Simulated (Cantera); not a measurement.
A closed system holds: 1 mol CO₂, 0.35 mol O₂, 0.38 mol N₂, 0.006 mol SO₂, held at 0.133 bar.

Method: chemical equilibrium by Gibbs-energy minimisation in Cantera with the NASA 1993 tables (ideal gas, pure condensed phases). Candidate condensed phases: C, S; 58 gas species. Ions and electrons are included (thermal ionisation). Equilibrium is a limit: real reactors are often held back by kinetics, nucleation or transport. All values below are at 4000 K.

Base state: O 0.518, CO 0.328, N₂ 0.119, O₂ 0.0162, NO 0.0127, CO₂ 0.00305, N 0.00167, S 0.00162 (mole fractions); condensed: gas only.

Problem. What changes in the equilibrium state with this change: SO₂ from 0.006 to 0.28 mol?

Solution. 
```json
[
 {"species": "O", "before": "0.518", "after": "0.536"},
 {"species": "CO", "before": "0.328", "after": "0.263"},
 {"species": "N₂", "before": "0.119", "after": "0.0941"},
 {"species": "S", "before": "0.00162", "after": "0.0601"},
 {"species": "SO", "before": "0.000351", "after": "0.0135"},
 {"species": "NO", "before": "0.0127", "after": "0.0117"},
 {"species": "O₂", "before": "0.0162", "after": "0.0173"},
 {"species": "S₂", "before": "6.72e-8", "after": "9.23e-5"},
 {"species": "SO₂", "before": "1.26e-5", "after": "0.000499"},
 {"species": "SN", "before": "1.08e-6", "after": "3.57e-5"},
 {"species": "CO₂", "before": "0.00305", "after": "0.00253"},
 {"species": "N", "before": "0.00167", "after": "0.00149"}
]
```
